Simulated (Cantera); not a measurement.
A closed system holds: 1 mol Si3N4, 17 mol HCl, 45 mol H2, at 1248 K and 13300 Pa.

Method: chemical equilibrium by Gibbs-energy minimisation in Cantera with the NASA 1993 tables (ideal gas, pure condensed phases). Candidate condensed phases: NH4Cl, Si, Si3N4; 28 gas species. The tables' values for SiCl3 are old estimates; treat these amounts as uncertain. Rates play no part.

Task: What is the equilibrium state?

Result: 
| Quantity | Result |
|---|---|
| x(H2) | 0.749 |
| x(HCl) | 0.232 |
| x(SiCl4) | 0.00929 |
| x(N2) | 0.00769 |
| x(SiHCl3) | 0.00106 |
| x(SiCl3) | 0.000742 |
| x(SiCl2) | 0.000428 |
| x(SiH2Cl2) | 1.64e-5 |
| x(NH3) | 1.17e-6 |
| n(Si3N4(s)) | 0.762 mol |
| gas amount | 61.81 mol |
| log10 activity of Si(s) (absent) | -2.62 |
